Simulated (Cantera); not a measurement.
A freely propagating, adiabatic, planar premixed flame of H2 : O2 : N2 : H2O = 1 : 0.575 : 2.59 : 0.37 (molar parts), unburnt at 498 K and 750 Torr; mixture-averaged transport, grid criteria slope 0.08 and curve 0.16, no radiation.

Detailed kinetics in Cantera: the H2/O2 subset of GRI-Mech 3.0, which has no nitrogen chemistry. Burning velocities carry a grid error of a few per cent, more on coarse grids.

x: mole fraction of selected species; z is measured from the peak of heat release.

```
z (mm)  T (K)  u (m/s)     x H2    x O2   x H2O      x OH   x H2O2       x O
------  -----  -------  -------  ------  ------  --------  -------  --------
-1.24     498     2.89    0.221   0.127  0.0816     <1e-8    <1e-8     <1e-8
-0.823    498     2.89    0.220   0.127  0.0816     <1e-8    <1e-8     <1e-8
-0.618    498     2.89    0.220   0.127  0.0816     <1e-8    <1e-8     <1e-8
-0.412    498     2.88    0.219   0.127  0.0818     <1e-8  7.06e-8   1.99e-8
-0.206    526     3.00    0.204   0.129  0.0850         …        …         …
-0.103    746     4.12    0.167   0.123   0.109  0.000577  4.46e-5  0.000139
0        1127     6.08    0.105  0.0963   0.173   0.00172  1.23e-5   0.00190
0.103    1404     7.50   0.0523  0.0590   0.241   0.00508  4.90e-6   0.00504
0.206    1555     8.27   0.0311  0.0405   0.272   0.00801  3.05e-6   0.00605
0.412    1703     9.00   0.0226  0.0319   0.290   0.00988  1.55e-6   0.00523
0.823    1832     9.61        …       …   0.302   0.00990        …         …
1.65     1934     10.1   0.0120  0.0245   0.314   0.00870  4.70e-7   0.00207
3.29     2003     10.4  0.00703  0.0222   0.323   0.00688  2.97e-7   0.00108
```

Task: Complete the blanks.

Result: 
- -0.206, x OH: 1.35e-5
- -0.206, x H2O2: 1.34e-5
- -0.206, x O: 3.09e-6
- 0.823, x H2: 0.0176
- 0.823, x O2: 0.0277
- 0.823, x H2O2: 8.02e-7
- 0.823, x O: 0.00354
